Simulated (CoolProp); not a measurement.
A simple Rankine cycle with isohexane: condensing at 300.15 K, boiler at 0.988 MPa, turbine inlet 433 K, turbine efficiency 0.65, pump efficiency 0.8, no recuperator. Each further row changes one setting.

Values from CoolProp's reference Helmholtz-energy equation of state, Lemmon 2006. It is a short technical equation, of lower accuracy than the large ones.

| case | thermal efficiency (%) | net work (kJ/kg) | heat in (kJ/kg) | turbine exit temperature (K) | volume ratio over the turbine |
|---|---|---|---|---|---|
| as stated | ___ | 77.9 | 575 | ___ | 36.3 |
| turbine inlet 453 K | 13.3 | 83.3 | ___ | ___ | ___ |
| condensing temperature 292.15 K | 14.4 | 85.3 | 593 | 377.5 | 50.4 |
| boiler pressure 0.692 MPa | ___ | ___ | 588 | 389.7 | 23.6 |
| turbine efficiency 0.55 | 11.4 | 65.6 | 575 | ___ | 36.9 |

Question: What belongs in the gaps?

Answer: 
- as stated, thermal efficiency (%): 13.5
- as stated, turbine exit temperature (K): 381.3
- turbine inlet 453 K, heat in (kJ/kg): 627
- turbine inlet 453 K, turbine exit temperature (K): 403.2
- turbine inlet 453 K, volume ratio over the turbine: 34.9
- boiler pressure 0.692 MPa, thermal efficiency (%): 12.4
- boiler pressure 0.692 MPa, net work (kJ/kg): 73.0
- turbine efficiency 0.55, turbine exit temperature (K): 387.3
